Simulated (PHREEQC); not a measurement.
## Ultrapure water in contact with air or piping: speciation

Synthetic water in mg/L, 20 °C, pH 6.95, pe 11.6:

```
constituent            mg/L
------------------  -------
Na                   0.0426
K                   0.00949
Ca                   0.0298
Mg                  0.00543
Cl                   0.0531
S(6) as SO4           0.045
Alkalinity as HCO3    0.104
Cd                  0.00414
```

Valence states are taken as typed.

The numbers come from PHREEQC with the ion-association model, phreeqc.dat.

```json
{
  "ionic_strength": "5.71e-6 mol/kgw",
  "charge_balance_error": "-0.4 %"
}
```

```tsv
species	molality	activity	log γ
Na+	1.85e-6	1.85e-6	-0.001
HCO3-	1.75e-6	1.75e-6	-0.001
Cl-	1.50e-6	1.49e-6	-0.001
Ca+2	7.43e-7	7.35e-7	-0.005
CO2	4.73e-7	4.73e-7	0.000
SO4-2	4.68e-7	4.63e-7	-0.005
K+	2.43e-7	2.42e-7	-0.001
```

No solid was allowed to form. Complexes and solids missing from the database can't appear.
